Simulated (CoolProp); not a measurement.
A single-stage vapour-compression cycle with hydrogen chloride: evaporating at 226.15 K (dew point), condensing at 279.15 K (bubble point), superheat 0 K, subcooling 8 K, compressor efficiency 0.85, no pressure losses. Each further row changes one setting.

Values from CoolProp's reference Helmholtz-energy equation of state, Thol 2018.

| case | cooling COP | pressure ratio | discharge temperature (K) | refrigerating effect (kJ/kg) | volumetric capacity (kJ/m³) |
|---|---|---|---|---|---|
| as stated | 2.79 | 5.10 | 376.0 | 315 | 3990 |
| evaporating temperature 231.15 K | 3.23 | 4.24 | 361.9 | 316 | 4790 |
| condensing temperature 274.15 K | 3.18 | 4.49 | 361.2 | 324 | 4120 |
| subcooling 13 K | 2.87 | 5.10 | 376.0 | 325 | 4120 |
| superheat 10 K | 2.71 | 5.10 | 394.5 | 325 | 3880 |
| compressor efficiency 0.75 | 2.46 | 5.10 | 392.1 | 315 | 3990 |
